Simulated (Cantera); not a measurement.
A closed system holds: 1 mol Si3N4, 0.21 mol O2, 29 mol H2, equilibrated at 1850 °C and 7.50e-6 bar.

Method: chemical equilibrium by Gibbs-energy minimisation in Cantera with the NASA 1993 tables (ideal gas, pure condensed phases). Candidate condensed phases: H2O, Si, SiO2, Si2N2O, Si3N4; 35 gas species. Equilibrium is a limit: real reactors are often held back by kinetics, nucleation or transport.

Base state: H 0.653, H2 0.248, Si 0.0511, N2 0.0396, SiO 0.00832, SiH 3.60e-5 (mole fractions); condensed: gas only.

Q: What changes in the equilibrium state with this change: Si3N4 replaced by Si?

A: 
```json
[
 {"species": "H", "before": "0.653", "after": "0.696"},
 {"species": "H2", "before": "0.248", "after": "0.282"},
 {"species": "Si", "before": "0.0511", "after": "0.0126"},
 {"species": "N2", "before": "0.0396", "after": "0"},
 {"species": "SiH", "before": "3.60e-5", "after": "9.46e-6"},
 {"species": "SiO", "before": "0.00832", "after": "0.00913"}
]
```

Q: What changes in the equilibrium state with this change: temperature from 1850 °C to 675 °C?

A: 
```json
[
 {"species": "H2", "before": "0.248", "after": "0.995"},
 {"species": "N2", "before": "0.0396", "after": "0.00480"},
 {"species": "H", "before": "0.653", "after": "1.92e-7"},
 {"species": "Si", "before": "0.0511", "after": "<1e-9"},
 {"species": "SiO", "before": "0.00832", "after": "<1e-9"},
 {"species": "SiH", "before": "3.60e-5", "after": "<1e-9"},
 {"species": "Si2N2O(s), mol", "before": "0", "after": "0.420"},
 {"species": "Si3N4(s), mol", "before": "0", "after": "0.720"}
]
```
